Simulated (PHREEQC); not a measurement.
## Nickel, zinc or cadmium bath: an equilibrium model

A solution holds 1.9 mmol/kgw ZnCl2, 0.14 mmol/kgw H3BO3 and 170 mmol/kgw HCl, at 25 °C. It is in equilibrium with CO2 at log p = -3.4 (atm). Otherwise closed; pH follows from the charge balance.

Computed with PHREEQC (ion-association model, phreeqc.dat).

| Property | Result |
|---|---|
| pH | 0.86 |
| ionic strength | 0.175 mol/kgw |
| activity of water | 0.994 |
| specific conductance | 58100 µS/cm |
| density | 1.000 g/cm³ |
| total alkalinity | -170 meq/kg |

```json
[
 {"species": "Cl-", "molality": "0.173", "activity": "0.126", "log γ": "-0.139"},
 {"species": "H+", "molality": "0.170", "activity": "0.137", "log γ": "-0.095"},
 {"species": "Zn+2", "molality": "0.00164", "activity": "0.000510", "log γ": "-0.506"},
 {"species": "ZnCl+", "molality": "0.000237", "activity": "0.000173", "log γ": "-0.138"},
 {"species": "H3BO3", "molality": "0.000140", "activity": "0.000146", "log γ": "0.018"},
 {"species": "ZnCl2", "molality": "2.19e-5", "activity": "2.28e-5", "log γ": "0.018"},
 {"species": "CO2", "molality": "1.30e-5", "activity": "1.36e-5", "log γ": "0.018"},
 {"species": "ZnCl3-", "molality": "4.42e-6", "activity": "3.22e-6", "log γ": "-0.138"},
 {"species": "ZnCl4-2", "molality": "6.51e-7", "activity": "2.03e-7", "log γ": "-0.506"}
]
```

Precipitation was switched off in this run. Species that the database lacks are ignored.
